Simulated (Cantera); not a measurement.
A closed system holds: 1 mol MgCO₃, 0.15 mol C, 0.019 mol H₂O, equilibrated at 725 K and 72.0 Pa.

Method: chemical equilibrium by Gibbs-energy minimisation in Cantera with the NASA 1993 tables (ideal gas, pure condensed phases). Candidate condensed phases: C, C₆H₆, C₇H₈, C₈H₁₈, H₂O, Mg, MgCO₃, MgO, Mg(OH)₂; 116 gas species. The numbers say what is thermodynamically allowed, not how fast it happens.

Base state: CO₂ 0.739, CO 0.245, H₂ 0.0116, H₂O 0.00465 (mole fractions); condensed: MgO(s).

Problem. What changes in the equilibrium state with this change: temperature from 725 K to 573.15 K?

Solution. 
```csv
species,before,after
CO₂,0.739,0.960
CO,0.245,0.0213
H₂O,0.00465,0.00963
H₂,0.0116,0.00871
CH₄,4.21e-8,1.12e-5
"MgO(s), mol",1.00,1.00
"C(graphite), mol",0,0.134
```

Problem. What changes in the equilibrium state with this change: C from 0.15 to 0.45 mol?

Solution. 
| species | before | after |
|---|---|---|
| CO | 0.245 | 0.601 |
| CO₂ | 0.739 | 0.386 |
| H₂ | 0.0116 | 0.0119 |
| H₂O | 0.00465 | 0.00102 |
| MgO(s), mol | 1.00 | 1.00 |
